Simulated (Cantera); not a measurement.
Charge: 1 mol Ti(OiPr)4, 3.1 mol H2O, at 21.0 Pa.

Equilibrium computed with Cantera from the NASA thermochemical tables; the gas is ideal and each condensed phase is pure. Candidate condensed phases: C, C6H6, C7H8, C8H18, H2O, Ti, TiC, TiO, TiO2, Ti2O3, Ti3O5, Ti4O7; 113 gas species. The feed counts by its element totals alone. TiC: taken at fixed stoichiometry. The numbers say what is thermodynamically allowed, not how fast it happens.

Over these rows the condensed part is C(graphite) + TiC(s). Partial pressures as log10 of bar:

| T (K) | 1000/T (1/K) | log p C2H2 (acetylene) | log p H2 | log p CO |
|---|---|---|---|---|
| 1375 | 0.7273 | -9.58 | -3.83 | -4.21 |
| 1425 | 0.7018 | -9.28 | -3.83 | -4.21 |
| 1475 | 0.6780 | -9.00 | -3.83 | -4.21 |
| 1525 | 0.6557 | ? | -3.83 | -4.21 |
| 1575 | 0.6349 | -8.51 | -3.83 | -4.21 |
| 1625 | 0.6154 | -8.28 | -3.83 | -4.21 |

Fit log p(C2H2 (acetylene)) = a + b·(1000/T) to the five rows, give the apparent enthalpy, and predict the row at 1525 K.

Means: 1000/T = 0.6715, log p = -8.930. Sxy = -0.099167, Sxx = 0.0085607, so b = -11.58 and a = -8.930 − (-11.58)×0.6715 = -1.15.
Apparent enthalpy: −19.145 × (-11.58) = 222 kJ/mol. With the condensed phases at unit activity, 2 C(graphite) + H2(g) = C2H2 (acetylene)(g) links this pressure to the main gases: over the six rows their terms move log p by +0.00 in all, so the slope is close to that reaction's ΔH°. The five rows lie within 0.01 of the line.
Prediction at 1525 K: -1.15 + (-11.58)×0.6557 = -8.74. The computed value is -8.75, 0.01 from the line.
